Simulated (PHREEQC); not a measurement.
Synthetic water in mmol/kgw, 25 °C, pH 7.52, pe 8.2:

| constituent | mmol/kgw |
|---|---|
| Na | 1.93 |
| K | 0.819 |
| Ca | 4.83 |
| Mg | 0.21 |
| Cl | 6.39 |
| S(6) | 1.63 |
| Alkalinity (meq/kgw) | 2.97 |
| Zn | 0.00461 |
| Sr | 0.0876 |
| Li | 0.165 |
| F | 0.0335 |
| Cu(2) | 0.165 |
| N(5) | 0.00556 |

Cl is adjusted to close the charge balance.
Valence states are taken as typed.

Equilibrium calculation in PHREEQC: ion-association model, wateq4f.dat.

Precipitation was switched off in this run.

### Question
Order these C species by the share of C that they hold, largest first: CuCO3, HCO3-, CO2, CaCO3, CaHCO3+.

### Answer
HCO3- (88 %), CO2 (5.3 %), CaHCO3+ (2.9 %), CuCO3 (2.3 %), CaCO3 (0.53 %)

The pH is 7.52 and the ionic strength 0.0181 mol/kgw. Saturation is exceeded, for instance for Malachite, Atacamite; the values hold only as long as no solid forms. The database's constant for dissolved Cu(OH)2 is higher than later reviews accept. The database's zinc carbonate complexes are estimates, stronger than later reviews accept.
